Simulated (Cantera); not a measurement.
An isothermal, constant-pressure homogeneous reactor starts with 0.365 % CO, 7.86 % O2, 0.402 % H2O, 91.4 % N2, equivalence ratio 0.023, at 1425 K and 0.120 bar.

Computed with Cantera and GRI-Mech 3.0 (53 species, 325 reactions).

x: mole fraction; the columns are a selection and need not sum to one.

```
t (s)         x CO    x O2    x H2O       x O    x H2O2      x H2
--------  --------  ------  -------  --------  --------  --------
2.00e-6    0.00365  0.0786  0.00402  6.79e-11    <1e-12    <1e-12
1.38e-5    0.00365  0.0786  0.00402  4.66e-10    <1e-12    <1e-12
9.46e-5    0.00365  0.0786  0.00402   3.18e-9    <1e-12    <1e-12
0.000650   0.00365  0.0786  0.00402   2.16e-8    <1e-12  1.22e-11
0.00447    0.00365  0.0786  0.00402   4.91e-7  3.33e-12   4.38e-9
0.0308    0.000606  0.0763  0.00372   0.00156   1.73e-8   3.69e-5
0.211      5.32e-6  0.0768  0.00398   7.28e-5   2.26e-9   1.83e-6
1.45       2.12e-7  0.0769  0.00402   3.56e-6  1.51e-10   8.89e-8
10.0             …  0.0769  0.00402         …  5.11e-11         …
```

### Question
Complete the blanks.

### Answer

- 10.0, x CO: 5.78e-8
- 10.0, x O: 1.12e-6
- 10.0, x H2: 2.79e-8
